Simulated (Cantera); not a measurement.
Charge: 1 mol Si3N4, 3.3 mol N2, held at 2100 K.

Equilibrium computed with Cantera from the NASA thermochemical tables; the gas is ideal and each condensed phase is pure. Candidate condensed phases: Si, Si3N4; 7 gas species. The tables' values for SiN are old estimates; treat these amounts as uncertain. Equilibrium is a limit: real reactors are often held back by kinetics, nucleation or transport.

log p: log10 of the partial pressure in bar; n: condensed amount in mol.

```csv
P (Pa),log p N2,log p Si,log p Si2,log p Si2N,n Si(l),n Si3N4(s)
1,-5.19,-5.44,-8.90,-10.21,0,0
10,?,?,?,?,0,0
100,-3.06,-3.87,-5.76,-6.01,2.14,0
1000,-2.01,-3.87,-5.76,-5.48,2.92,0
10000,-1.00,-3.87,-5.76,-4.98,2.99,0
100000,?,?,?,?,0,1.000
1000000,1.00,-4.70,-7.42,-5.63,0,1.000
```

Task: What belongs in the gaps?

Result: 
- 10, log p N2: -4.19
- 10, log p Si: -4.45
- 10, log p Si2: -6.90
- 10, log p Si2N: -7.72
- 100000, log p N2: 0.00
- 100000, log p Si: -4.04
- 100000, log p Si2: -6.08
- 100000, log p Si2N: -4.80
